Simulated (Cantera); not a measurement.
Input: 1 mol SiF4, 14 mol N2, 12 mol H2, 0.02 mol Cl2, held at 0.280 bar.

Method: chemical equilibrium by Gibbs-energy minimisation in Cantera with the NASA 1993 tables (ideal gas, pure condensed phases). Candidate condensed phases: NH4Cl, Si, Si3N4; 49 gas species. N2 is the only nitrogen source here; it is nearly inert below about 1500 K, so the nitride shown seldom forms there in practice. The tables' values for SiF3, SiF2 are old estimates; treat these amounts as uncertain. Kinetics and transport are ignored.

log p: log10 of the partial pressure in bar; n: condensed amount in mol.

```
T (K)  log p N2  log p H2  log p SiF4  log p HF  log p SiF3  n Si3N4(s)
-----  --------  --------  ----------  --------  ----------  ----------
798       -0.84     -0.91       -1.98     -4.85       -8.81     8.75e-5
873       -0.84     -0.91       -1.99     -4.47       -7.76    0.000209
948       -0.84     -0.91       -1.99     -4.15       -6.88    0.000432
1023      -0.84     -0.91       -1.99     -3.88       -6.13    0.000799
1098      -0.84     -0.91       -1.99       ___       -5.48         ___
1173      -0.84     -0.91       -1.99     -3.45       -4.92     0.00208
1248      -0.84     -0.91       -2.00     -3.27       -4.43     0.00296
1323      -0.84     -0.91       -2.00     -3.11       -4.00     0.00384
1398      -0.84     -0.91       -2.01     -2.98       -3.62     0.00438
1473      -0.84     -0.91       -2.03       ___       -3.28         ___
1548      -0.84     -0.91       -2.06     -2.75       -2.99     0.00152
```

Question: What belongs in the gaps?

Answer: 
- 1473, log p HF: -2.85
- 1473, n Si3N4(s): 0.00396
- 1098, log p HF: -3.65
- 1098, n Si3N4(s): 0.00135
